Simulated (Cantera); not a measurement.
# Thermodynamics of abatement and gas-phase synthesis, feed H₂O + H₂

Feed: 1 mol H₂O, 2.3 mol H₂, at 10.0 mbar.

These are equilibrium values from Cantera (NASA tables, ideal gas, pure condensed phases), not measurements of a reactor. Candidate condensed phases: H₂O; 9 gas species. Equilibrium is a limit: real reactors are often held back by kinetics, nucleation or transport.

| T (K) | x H | x H₂ | x H₂O | x O | x OH | x O₂ |
|---|---|---|---|---|---|---|
| 1400 | 4.06e-5 | 0.697 | 0.303 | 1.86e-11 | 3.51e-7 | 3.86e-12 |
| 1600 | 0.000454 | 0.697 | 0.303 | 4.18e-9 | 7.73e-6 | 8.32e-10 |
| 1800 | 0.00298 | 0.694 | 0.302 | 2.85e-7 | 8.58e-5 | 5.50e-8 |
| 2000 | 0.0135 | 0.686 | 0.300 | 8.45e-6 | 0.000589 | 1.60e-6 |
| 2200 | 0.0457 | 0.659 | 0.293 | 0.000137 | 0.00283 | 2.57e-5 |
| 2400 | 0.123 | 0.595 | 0.270 | 0.00141 | 0.0102 | 0.000266 |
| 2600 | 0.266 | 0.481 | 0.214 | 0.00983 | 0.0274 | 0.00178 |
| 2800 | 0.468 | 0.327 | 0.113 | 0.0410 | 0.0455 | 0.00569 |
| 3000 | 0.662 | 0.176 | 0.0304 | 0.0879 | 0.0381 | 0.00603 |
| 3200 | 0.780 | 0.0770 | 0.00493 | 0.116 | 0.0191 | 0.00290 |
| 3400 | 0.832 | 0.0317 | 0.000714 | 0.126 | 0.00816 | 0.00110 |
x: gas mole fraction; nothing condenses.

From 1400 K to 3400 K nothing is condensed.
